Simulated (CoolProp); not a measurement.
Model: reference Helmholtz-energy equation of state, Lemmon 2006, in CoolProp. It is a short technical equation, of lower accuracy than the large ones.

**Question.** For C3F8 (R218), give the phase and the density (kg/m³), viscosity (µPa s), conductivity (mW/(m K)) at 319.1 K and 0.523 MPa.

**Answer.** 
- 319.1 K and 0.523 MPa: gas; density 40.9, viscosity 13.2, conductivity 14.3

Viscosity comes from a separate model (Huber 2003), an estimate that may be off by 10 % or more. Thermal conductivity comes from a separate model (Huber 2003), an estimate that may be off by 10 % or more.
